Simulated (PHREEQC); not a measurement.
KOH is added in steps, without added water, to 1 kg of water holding 0.24 mol/kgw NaCl and 0.0069 mol/kgw MnCl2, at 20 °C. The system is closed to oxygen. CO2 from the air is kept out. The run lets Pyrochroite, Halite precipitate or redissolve, and no other solid.

Base run: PHREEQC, ion-association model, wateq4f.dat. Each further column changes one thing. The table gives pH.

| KOH added (mol) | base | NaCl from 0.24 to 0.048 mol/kgw | no solid may form |
|---|---|---|---|
| 0 | 6.72 | 6.62 | 6.72 |
| 0.001875 | 9.03 | 8.91 | ? |
| 0.003125 | 9.06 | 8.93 | 10.94 |
| 0.005 | 9.10 | 8.98 | 11.21 |
| 0.006875 | 9.15 | 9.03 | ? |
| 0.008125 | 9.19 | 9.07 | 11.49 |
| 0.01 | 9.28 | 9.16 | ? |
| 0.01188 | 9.43 | 9.30 | ? |
| 0.01312 | 9.65 | 9.52 | 11.74 |
| 0.015 | 11.09 | 11.15 | ? |

**Question.** Some entries are withheld; supply them.

**Answer.** 
- 0.001875, no solid may form: 10.68
- 0.006875, no solid may form: 11.39
- 0.01, no solid may form: 11.60
- 0.01188, no solid may form: 11.69
- 0.015, no solid may form: 11.80

 In at least one series the solution becomes supersaturated in solids that the run did not let form, among them Pyrochroite.
